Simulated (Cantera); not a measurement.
Cantera run, input and output.

```python
import numpy as np
import cantera as ct

gas = ct.Solution("gri30.yaml")
gas.TPX = 1175, 1333, {'H2': 0.0074, 'O2': 1, 'N2': 0.4}
reactor = ct.IdealGasConstPressureReactor(gas, energy="off", clone=False)
net = ct.ReactorNet([reactor])
net.rtol, net.atol = 1e-08, 1e-18
show = ['H2', 'O2', 'H2O2', 'OH', 'NO', 'O']
times = np.geomspace(2e-05, 200, 11)

steps = ct.SolutionArray(gas, extra=["t"])
rows = []
print(f"{'t/s':>10s}{'T/K':>9s}{'P/Pa':>11s}" + "".join(f"{s:>11s}" for s in show))
for t in times:
    while net.time < t:
        t_next = net.step()
        steps.append(gas.state, t=t_next)
    rows.append([np.interp(t, steps.t, y) for y in (steps.T, steps.P, *steps(*show).X.T)])
    print(f"{t:10.3e}{rows[-1][0]:9.1f}{rows[-1][1]:11.4g}" + "".join(f"{x:11.3e}" for x in rows[-1][2:]))
rate = np.gradient(steps.T, steps.t)
print("integrator steps:", len(steps.t))
if steps.T.max() > steps.T[0] + 200:
    print(f"time of steepest temperature rise: {steps.t[rate.argmax()]:.4e} s")
gas.TPX = 1175, 1333, {'H2': 0.0074, 'O2': 1, 'N2': 0.4}
gas.equilibrate("TP")
print(f"equilibrium (TP): T = {gas.T:.1f} K  " + "  ".join(f"{s} {gas[s].X[0]:.3e}" for s in show))
```

It prints:

```
       t/s      T/K       P/Pa         H2         O2       H2O2         OH         NO          O
 2.000e-05   1175.0       1333  5.258e-03  7.105e-01  1.443e-16  5.782e-12  1.867e-24  5.814e-12
 1.002e-04   1175.0       1333  5.258e-03  7.105e-01  3.623e-15  1.009e-10  2.407e-22  1.038e-10
 5.024e-04   1175.0       1333  5.258e-03  7.105e-01  9.054e-14  9.874e-10  1.683e-20  1.139e-09
 2.518e-03   1175.0       1333  5.258e-03  7.105e-01  2.221e-12  1.617e-08  1.313e-18  2.302e-08
 1.262e-02   1175.0       1333  4.729e-03  7.100e-01  3.904e-09  2.287e-04  4.393e-13  3.593e-04
 6.325e-02   1175.0       1333  1.502e-05  7.062e-01  9.768e-09  3.614e-04  2.582e-09  3.912e-03
 3.170e-01   1175.0       1333  7.467e-06  7.080e-01  8.991e-09  2.553e-04  8.578e-09  1.915e-03
 1.589e+00   1175.0       1333  1.179e-06  7.095e-01  5.449e-09  1.021e-04  1.320e-08  3.004e-04
 7.962e+00   1175.0       1333  8.272e-08  7.097e-01  1.155e-09  2.733e-05  1.507e-08  2.126e-05
 3.991e+01   1175.0       1333  6.446e-09  7.098e-01  1.316e-10  7.685e-06  1.571e-08  1.675e-06
 2.000e+02   1175.0       1333  8.417e-10  7.098e-01  1.931e-11  2.790e-06  1.595e-08  2.206e-07
integrator steps: 1706
equilibrium (TP): T = 1175.0 K  H2 4.077e-10  O2 7.097e-01  H2O2 9.773e-12  OH 1.944e-06  NO 1.788e-04  O 1.072e-07
```

Detailed kinetics in Cantera: GRI-Mech 3.0 (53 species, 325 reactions). Radical loss at walls, strong at low pressure, is not modelled.
